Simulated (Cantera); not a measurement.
**Counterflow diffusion flame**

A counterflow diffusion flame at 1.01 bar, nozzles 20 mm apart: fuel side CH₄ = 1 (molar parts) at 600 K, oxidiser side O₂ : N₂ = 0.24 : 0.76 (molar parts) at 400 K, fuel mass flux 0.72 times the oxidiser's; mixture-averaged transport, no radiation.

Detailed kinetics in Cantera: GRI-Mech 3.0 (53 species, 325 reactions). GRI-Mech 3.0 has no aromatics or soot, which form on the fuel side of real flames. The maximum strain rate includes the flame's own expansion and is several times the mean.

```json
[
 {"oxidiser flux (kg/m²/s)": "0.25", "max strain (1/s)": "192", "mean strain (1/s)": "41.8", "T max (K)": "2220", "peak x OH": "0.0107", "peak x H": "0.00513", "peak x NO": "0.000367", "peak x CO": "0.0700", "peak x C₂H₂": "0.0182"},
 {"oxidiser flux (kg/m²/s)": "0.34", "max strain (1/s)": "255", "mean strain (1/s)": "56.8", "T max (K)": "2205", "peak x OH": "0.0106", "peak x H": "0.00535", "peak x NO": "0.000342", "peak x CO": "0.0687", "peak x C₂H₂": "0.0174"},
 {"oxidiser flux (kg/m²/s)": "0.46", "max strain (1/s)": "336", "mean strain (1/s)": "76.9", "T max (K)": "2192", "peak x OH": "0.0106", "peak x H": "0.00556", "peak x NO": "0.000318", "peak x CO": "0.0675", "peak x C₂H₂": "0.0165"},
 {"oxidiser flux (kg/m²/s)": "0.62", "max strain (1/s)": "439", "mean strain (1/s)": "104", "T max (K)": "2180", "peak x OH": "0.0105", "peak x H": "0.00576", "peak x NO": "0.000293", "peak x CO": "0.0666", "peak x C₂H₂": "0.0158"},
 {"oxidiser flux (kg/m²/s)": "0.84", "max strain (1/s)": "576", "mean strain (1/s)": "140", "T max (K)": "2169", "peak x OH": "0.0105", "peak x H": "0.00596", "peak x NO": "0.000267", "peak x CO": "0.0658", "peak x C₂H₂": "0.0150"},
 {"oxidiser flux (kg/m²/s)": "1.1", "max strain (1/s)": "735", "mean strain (1/s)": "184", "T max (K)": "2155", "peak x OH": "0.0103", "peak x H": "0.00610", "peak x NO": "0.000239", "peak x CO": "0.0651", "peak x C₂H₂": "0.0142"},
 {"oxidiser flux (kg/m²/s)": "1.5", "max strain (1/s)": "970", "mean strain (1/s)": "251", "T max (K)": "2139", "peak x OH": "0.0100", "peak x H": "0.00624", "peak x NO": "0.000206", "peak x CO": "0.0645", "peak x C₂H₂": "0.0132"},
 {"oxidiser flux (kg/m²/s)": "2.1", "max strain (1/s)": "1300", "mean strain (1/s)": "351", "T max (K)": "2118", "peak x OH": "0.00967", "peak x H": "0.00632", "peak x NO": "0.000167", "peak x CO": "0.0640", "peak x C₂H₂": "0.0121"},
 {"oxidiser flux (kg/m²/s)": "2.8", "max strain (1/s)": "1660", "mean strain (1/s)": "468", "T max (K)": "2096", "peak x OH": "0.00921", "peak x H": "0.00628", "peak x NO": "0.000133", "peak x CO": "0.0637", "peak x C₂H₂": "0.0109"}
]
```
x: mole fraction; the columns are a selection and need not sum to one.
